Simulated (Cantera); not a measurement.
What does this Cantera script print?

```python
import numpy as np
import cantera as ct

gas_names = [...]  # 151 gases of nasa_gas.yaml made of C, H, N, O, Si
cond_names = """
    C(gr) C6H6(L) C7H8(L) C8H18(L),n-octa H2O(s) H2O(L) Si(cr) Si(L) SiC(b) SiO2(Lqz) SiO2(hqz) SiO2(L)
    Si2N2O(s) Si3N4(a)
""".split()


# ... load() reads the species with a 1 bar reference pressure and builds the phases ...
atoms = {
    'SiC': {'Si': 1, 'C': 1},
    'N2O': {'N': 2, 'O': 1},
    'H2': {'H': 2},
}
top_T = {'C(gr)': 4500, 'SiC(b)': 3050, 'Si2N2O(s)': 2100, 'Si3N4(a)': 2400}  # K; cautious upper limits of use, not melting points


# ... equilibrate(T, P, feed) seeds the gas with the atoms and calls Mixture.equilibrate('TP', solver="vcs", rtol=1e-11, max_steps=5000) ...
results = []
T = 2075  # K
P = 0.1  # Pa
for m in [0.62, 0.86, 1.1, 1.3, 1.6, 1.8, 2, 2.3, 2.5, 2.7, 3]:
    feed = {'SiC': 1, 'N2O': m, 'H2': 17}  # mol
    mix = equilibrate(T, P, feed)
    results.append((T, P, feed, dict(zip(mix.species_names, mix.species_moles))))

top = {s: max(r[3][s] / sum(r[3][g] for g in gas_names) for r in results) for s in gas_names}
cols = sorted((s for s in top if top[s] > 0.001), key=lambda s: -top[s])[:7]
seen = [c for c in cond_names if any(r[3].get(c, 0) > 1e-12 for r in results)]
print("log10 of partial pressures in bar; condensed amounts in mol")
print(f"{'n(N2O)':>10s}" + "".join(f"{s[:9]:>10s}" for s in cols + seen))
for T, P, feed, n in results:
    ng = sum(n[g] for g in gas_names)
    print(f"{feed['N2O']:10.4g}" + "".join(f"{np.log10(max(n[s] / ng * P / 1e5, 1e-99)):10.3f}" for s in cols)
          + "".join(f"{n.get(c, 0):10.4g}" for c in seen))
```

It prints:

```
log10 of partial pressures in bar; condensed amounts in mol
    n(N2O)         H        H2        N2        CO       SiO        Si         O     C(gr)
      0.62    -6.079    -7.009    -7.739    -7.726   -12.091    -7.543   -18.018    0.2032
      0.86    -6.085    -7.021    -7.600    -7.591   -11.889    -7.544   -17.816         0
       1.1    -6.089    -7.029    -7.489    -7.531    -8.530    -7.576   -14.424         0
       1.3    -6.091    -7.033    -7.419    -7.533    -8.056    -7.688   -13.838         0
       1.6    -6.095    -7.040    -7.333    -7.537    -7.759    -7.935   -13.294         0
       1.8    -6.097    -7.045    -7.285    -7.540    -7.637    -8.239   -12.868         0
         2    -6.099    -7.049    -7.242    -7.543    -7.543   -10.446   -10.568         0
       2.3    -6.106    -7.063    -7.188    -7.550    -7.549   -12.824    -8.195         0
       2.5    -6.110    -7.072    -7.156    -7.555    -7.554   -13.046    -7.978         0
       2.7    -6.115    -7.080    -7.127    -7.560    -7.558   -13.191    -7.837         0
         3    -6.121    -7.093    -7.088    -7.568    -7.565   -13.346    -7.689         0
```

Method: chemical equilibrium by Gibbs-energy minimisation in Cantera with the NASA 1993 tables (ideal gas, pure condensed phases).
